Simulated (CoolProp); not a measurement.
Saturation properties of 1-butene (Tc = 146.1 °C, pc = 4.006 MPa, ω = 0.192).

Model: reference Helmholtz-energy equation of state, Lemmon 2005, in CoolProp. It is a short technical equation, of lower accuracy than the large ones.

| T (°C) | p (MPa) | vapour density (kg/m³) | enthalpy of vaporisation (kJ/kg) | liquid cp (kJ/(kg K)) | surface tension (mN/m) |
|---|---|---|---|---|---|
| -23.45 | 0.04926 | 1.366 | 408.0 | 2.103 | 18.2 |
| -18.75 | 0.06070 | 1.660 | 403.7 | 2.120 | 17.6 |
| -14.15 | 0.07384 | 1.992 | 399.5 | 2.136 | 17.0 |
| -9.45 | 0.08949 | 2.382 | 395.2 | 2.154 | 16.4 |
| -4.85 | 0.1072 | 2.820 | 390.8 | 2.172 | 15.8 |
| -0.15 | 0.1280 | 3.328 | 386.3 | 2.192 | 15.2 |
| 4.45 | 0.1513 | 3.892 | 381.8 | 2.211 | 14.6 |
| 9.15 | 0.1783 | 4.541 | 377.1 | 2.232 | 14.0 |
| 13.75 | 0.2081 | 5.255 | 372.4 | 2.253 | 13.4 |
| 18.45 | 0.2424 | 6.070 | 367.5 | 2.276 | 12.8 |
| 23.05 | 0.2800 | 6.960 | 362.5 | 2.299 | 12.2 |
| 27.75 | 0.3228 | 7.971 | 357.3 | 2.324 | 11.6 |
| 32.35 | 0.3693 | 9.068 | 352.1 | 2.349 | 11.1 |
| 37.05 | 0.4218 | 10.31 | 346.6 | 2.376 | 10.5 |

It boils at -6.3 °C under 1 atm.

Surface tension comes from a separate correlation (Mulero 2012).
